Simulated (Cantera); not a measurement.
Cantera run:

```python
import numpy as np
import cantera as ct

gas_names = [...]  # 114 gases of nasa_gas.yaml made of C, Fe, H, O
cond_names = """
    C(gr) C6H6(L) C7H8(L) C8H18(L),n-octa Fe(a) Fe(c) Fe(d) Fe(L) FeC5O5(L) FeO(s) FeO(L) Fe(OH)2(s)
    Fe(OH)3(s) Fe2O3(s) Fe3O4(s) H2O(s) H2O(L)
""".split()


# ... load() reads the species with a 1 bar reference pressure and builds the phases ...
atoms = {
    'Fe2O3': {'Fe': 2, 'O': 3},
    'CH4': {'C': 1, 'H': 4},
    'H2': {'H': 2},
}
top_T = {'C(gr)': 4500, 'Fe2O3(s)': 1830, 'Fe3O4(s)': 1870}  # K; cautious upper limits of use, not melting points


# ... equilibrate(T, P, feed) seeds the gas with the atoms and calls Mixture.equilibrate('TP', solver="vcs", rtol=1e-11, max_steps=5000) ...
results = []
feed = {'Fe2O3': 1, 'CH4': 0.89, 'H2': 7}  # mol
T = 2600  # K
P = 520  # Pa
mix = equilibrate(T, P, feed)
results.append((T, P, feed, dict(zip(mix.species_names, mix.species_moles))))
print(gas.report(threshold=1e-05))
for i in range(1, mix.n_phases):
    print(f"{mix.phase(i).name:16s} {mix.phase_moles(i):12.5e} mol")
```

Result:

```
       temperature   2600 K
          pressure   520 Pa
           density   0.00031727 kg/m^3
  mean mol. weight   13.19 kg/kmol
   phase of matter   gas

                          1 kg             1 kmol
                     ---------------   ---------------
          enthalpy        1.2397e+07        1.6351e+08  J
   internal energy        1.0758e+07        1.4189e+08  J
           entropy             19886        2.6229e+05  J/K
    Gibbs function       -3.9307e+07       -5.1845e+08  J
 heat capacity c_p            2401.7             31678  J/K
 heat capacity c_v            1771.4             23364  J/K

                      mass frac. Y      mole frac. X     chem. pot. / RT
                     ---------------   ---------------   ---------------
                CO            0.1266          0.059614            -41.82
               CO2         0.0093475         0.0028015           -62.535
                Fe           0.58326           0.13776           -13.426
               FeO          0.013609         0.0024985            -34.14
                 H           0.02386           0.31221           -13.337
                H2          0.052584           0.34404           -26.674
               H2O           0.14288           0.10461           -47.389
                 O          0.015648            0.0129           -20.715
                OH          0.028321          0.021964           -34.052
                O2          0.003874         0.0015969           -41.429
     [ +104 minor]         1.601e-05        2.4426e-06

C(gr)             0.00000e+00 mol
Fe(L)             0.00000e+00 mol
FeC5O5(L)         0.00000e+00 mol
FeO(L)            0.00000e+00 mol
```

Cantera equilibrium calculation (NASA polynomials, part measured and part estimated; ideal gas, pure solids and liquids).
